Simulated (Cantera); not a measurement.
A perfectly stirred reactor is fed with N2O : O2 = 1 : 2.7 (molar parts), at 1.01 bar; it is held at 1250 K, and followed from long to short residence time.

Detailed kinetics in Cantera: GRI-Mech 3.0 (53 species, 325 reactions). GRI-Mech 3.0 was tuned for natural gas; its chemistry of N2O as a main component is partial and can be far from experiment. The mechanism lacks the step 2 NO + O2 → 2 NO2, which can matter for NO2 below about 1400 K. The temperature is held fixed by assumption; the heat of reaction is taken as removed at once.

Q: What does this change do: pressure from 1.01 bar to 1.30 bar?

A: 
```tsv
quantity	before	after
x(N2O) at τ = 1.40 s	0.0943	0.0835
x(O2) at τ = 1.40 s	0.743	0.745
x(NO) at τ = 1.40 s	0.0146	0.0140
x(NO2) at τ = 1.40 s	0.000158	0.000194
x(N2) at τ = 1.40 s	0.148	0.157
x(N2O) at τ = 75.0 ms	0.241	0.235
x(O2) at τ = 75.0 ms	0.732	0.732
x(NO) at τ = 75.0 ms	0.00313	0.00373
x(NO2) at τ = 75.0 ms	3.07e-5	4.73e-5
x(N2) at τ = 75.0 ms	0.0242	0.0294
```

Q: What does this change do: pressure from 1.01 bar to 0.133 bar?

A: 
```json
[
 {"quantity": "x(N2O) at τ = 1.40 s", "before": "0.0943", "after": "0.205"},
 {"quantity": "x(O2) at τ = 1.40 s", "before": "0.743", "after": "0.734"},
 {"quantity": "x(NO) at τ = 1.40 s", "before": "0.0146", "after": "0.00718"},
 {"quantity": "x(NO2) at τ = 1.40 s", "before": "0.000158", "after": "1.21e-5"},
 {"quantity": "x(N2) at τ = 1.40 s", "before": "0.148", "after": "0.0540"},
 {"quantity": "x(N2O) at τ = 75.0 ms", "before": "0.241", "after": "0.266"},
 {"quantity": "x(O2) at τ = 75.0 ms", "before": "0.732", "after": "0.730"},
 {"quantity": "x(NO) at τ = 75.0 ms", "before": "0.00313", "after": "0.000507"},
 {"quantity": "x(NO2) at τ = 75.0 ms", "before": "3.07e-5", "after": "5.41e-7"},
 {"quantity": "x(N2) at τ = 75.0 ms", "before": "0.0242", "after": "0.00378"}
]
```
